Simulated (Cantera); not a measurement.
What does this Cantera script print?

```python
import numpy as np
import cantera as ct

gas_names = """
    CL CL2 H HCL H2 N NH NH2 NH3 N2 N2H2 N2H4 Si SiCL SiCL2 SiCL3 SiCL4 SiH SiHCL3 SiH2 SiH2CL2 SiH3
    SiH3CL SiH4 SiN Si2 Si2N Si3
""".split()
cond_names = """
    NH4CL(a) NH4CL(b) Si(cr) Si(L) Si3N4(a)
""".split()


# ... load() reads the species with a 1 bar reference pressure and builds the phases ...
atoms = {
    'SiH4': {'Si': 1, 'H': 4},
    'Cl2': {'CL': 2},
    'N2': {'N': 2},
    'HCl': {'H': 1, 'CL': 1},
}
top_T = {'Si3N4(a)': 2400}  # K; cautious upper limits of use, not melting points


# ... equilibrate(T, P, feed) seeds the gas with the atoms and calls Mixture.equilibrate('TP', solver="vcs", rtol=1e-11, max_steps=5000) ...
results = []
feed = {'SiH4': 1, 'Cl2': 0.06, 'N2': 10, 'HCl': 0.51}  # mol
T = 1673.15  # K
P = 10000  # Pa
mix = equilibrate(T, P, feed)
results.append((T, P, feed, dict(zip(mix.species_names, mix.species_moles))))
x = sorted(zip(gas.X, gas.species_names), reverse=True)
print(f"T = {T:g} K  P = {P:g} Pa  gas = {mix.phase_moles(0):.4g} mol")
print("   x: " + "  ".join(f"{s} {v:.3e}" for v, s in x if v > 0.001))
print("   condensed (mol): " + ("  ".join(f"{mix.phase(i).name} {mix.phase_moles(i):.4g}"
      for i in range(1, mix.n_phases) if mix.phase_moles(i) > 1e-12) or "none"))
```

It prints:

```
T = 1673.15 K  P = 10000 Pa  gas = 11.93 mol
   x: N2 7.845e-01  H2 1.654e-01  HCL 4.720e-02  SiCL2 2.644e-03
   condensed (mol): Si3N4(a) 0.3224
```

Equilibrium computed with Cantera from the NASA thermochemical tables; the gas is ideal and each condensed phase is pure. The tables' values for SiCl3 are old estimates; treat these amounts as uncertain.
